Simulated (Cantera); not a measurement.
A closed system holds: 1 mol Ti(OiPr)4, 0.53 mol CH4, held at 1173.15 K and 1.13 Torr.

Method: chemical equilibrium by Gibbs-energy minimisation in Cantera with the NASA 1993 tables (ideal gas, pure condensed phases). Candidate condensed phases: C, C6H6, C7H8, C8H18, H2O, Ti, TiC, TiO, TiO2, Ti2O3, Ti3O5, Ti4O7; 113 gas species. The feed counts by its element totals alone. TiC: taken at fixed stoichiometry. Equilibrium is a limit: real reactors are often held back by kinetics, nucleation or transport.

Base state: H2 0.790, CO 0.210, CH4 1.82e-5 (mole fractions); condensed: C(graphite) + TiC(s).

**Question.** What changes in the equilibrium state with this change: pressure from 1.13 Torr to 128 Torr?

**Answer.** 
```json
[
 {"species": "H2", "before": "0.790", "after": "0.867"},
 {"species": "CO", "before": "0.210", "after": "0.130"},
 {"species": "CH4", "before": "1.82e-5", "after": "0.00248"},
 {"species": "H2O", "before": "8.81e-6", "after": "0.000677"},
 {"species": "CO2", "before": "1.84e-6", "after": "7.94e-5"},
 {"species": "C(graphite), mol", "before": "7.53", "after": "10.3"},
 {"species": "TiC(s), mol", "before": "1.00", "after": "0"},
 {"species": "Ti4O7(s), mol", "before": "0", "after": "0.250"}
]
```
Condensed phases not in the tables: Magnéli phases beyond Ti4O7.

**Question.** What changes in the equilibrium state with this change: temperature from 1173.15 K to 1600 K?

**Answer.** 
| species | before | after |
|---|---|---|
| H2 | 0.790 | 0.789 |
| CO | 0.210 | 0.210 |
| H | 2.71e-6 | 0.00125 |
| C2H2 (acetylene) | 4.85e-8 | 2.17e-5 |
| CH4 | 1.82e-5 | 1.52e-6 |
| C(graphite), mol | 7.53 | 7.53 |
| TiC(s), mol | 1.00 | 1.00 |
